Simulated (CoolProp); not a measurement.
The numbers come from the reference Helmholtz-energy equation of state, Wagner 2002 in CoolProp.

Problem. For water, give the phase and the cp (kJ/(kg K)), Joule-Thomson coefficient (K/MPa) at 381.6 K and 1.74 bar; 381.6 K and 5.52 bar; 381.6 K and 552 bar.

Solution. 
- 381.6 K and 1.74 bar: liquid; cp 4.23, Joule-Thomson coefficient -0.173
- 381.6 K and 5.52 bar: liquid; cp 4.23, Joule-Thomson coefficient -0.173
- 381.6 K and 552 bar: liquid; cp 4.11, Joule-Thomson coefficient -0.182
